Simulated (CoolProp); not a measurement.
Propylene glycol at 291.44 K and 8.86 MPa is throttled through a valve to 6.13 MPa with no heat exchange. Each further row changes one setting.

Model: reference Helmholtz-energy equation of state, Eisenbach 2021, in CoolProp.

| case | temperature change (K) |
|---|---|
| as stated | +0.8 |
| outlet pressure 1.84 MPa | +2.2 |
| outlet pressure 7.97 MPa | +0.3 |
